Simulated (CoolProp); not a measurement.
Vapour-liquid equilibrium of R125 (1) + dimethyl ether (2) at 0.345 MPa; x and y are mole fractions of (1).

Values from CoolProp's multi-fluid Helmholtz-energy mixture model, Lemmon 2005 and Wu 2011; pair parameters Bell 2016.

```json
[
 {"x": "0.05", "bubble temperature, mixture model (K)": "280.0", "bubble temperature, Raoult's law (K)": "278.6", "y, mixture model": "0.072", "y, Raoult's law": "0.115"},
 {"x": "0.125", "bubble temperature, mixture model (K)": "278.8", "bubble temperature, Raoult's law (K)": "275.6", "y, mixture model": "0.178", "y, Raoult's law": "0.263"},
 {"x": "0.2", "bubble temperature, mixture model (K)": "277.4", "bubble temperature, Raoult's law (K)": "272.9", "y, mixture model": "(withheld)", "y, Raoult's law": "0.386"},
 {"x": "0.275", "bubble temperature, mixture model (K)": "(withheld)", "bubble temperature, Raoult's law (K)": "270.5", "y, mixture model": "0.391", "y, Raoult's law": "0.491"},
 {"x": "0.35", "bubble temperature, mixture model (K)": "274.0", "bubble temperature, Raoult's law (K)": "268.2", "y, mixture model": "(withheld)", "y, Raoult's law": "0.579"},
 {"x": "0.425", "bubble temperature, mixture model (K)": "272.1", "bubble temperature, Raoult's law (K)": "266.1", "y, mixture model": "0.591", "y, Raoult's law": "0.656"},
 {"x": "0.5", "bubble temperature, mixture model (K)": "269.8", "bubble temperature, Raoult's law (K)": "264.1", "y, mixture model": "0.682", "y, Raoult's law": "0.722"},
 {"x": "0.575", "bubble temperature, mixture model (K)": "267.4", "bubble temperature, Raoult's law (K)": "262.3", "y, mixture model": "0.763", "y, Raoult's law": "0.780"},
 {"x": "0.65", "bubble temperature, mixture model (K)": "264.9", "bubble temperature, Raoult's law (K)": "260.5", "y, mixture model": "0.833", "y, Raoult's law": "0.830"},
 {"x": "0.725", "bubble temperature, mixture model (K)": "262.3", "bubble temperature, Raoult's law (K)": "258.9", "y, mixture model": "0.890", "y, Raoult's law": "0.875"},
 {"x": "0.8", "bubble temperature, mixture model (K)": "259.7", "bubble temperature, Raoult's law (K)": "257.4", "y, mixture model": "0.934", "y, Raoult's law": "0.914"},
 {"x": "0.875", "bubble temperature, mixture model (K)": "257.3", "bubble temperature, Raoult's law (K)": "256.0", "y, mixture model": "0.967", "y, Raoult's law": "0.949"},
 {"x": "0.95", "bubble temperature, mixture model (K)": "255.1", "bubble temperature, Raoult's law (K)": "254.6", "y, mixture model": "0.989", "y, Raoult's law": "0.981"}
]
```

Q: What belongs in the gaps?

A: 
- 0.2, y, mixture model: 0.285
- 0.275, bubble temperature, mixture model (K): 275.8
- 0.35, y, mixture model: 0.493

The largest gap from Raoult's law is +6.0 K in bubble temperature, at x = 0.425. No azeotrope shows between x = 0.05 and 0.95.

Pair parameters are fitted to limited data, so mixtures are less certain than the pure fluids.
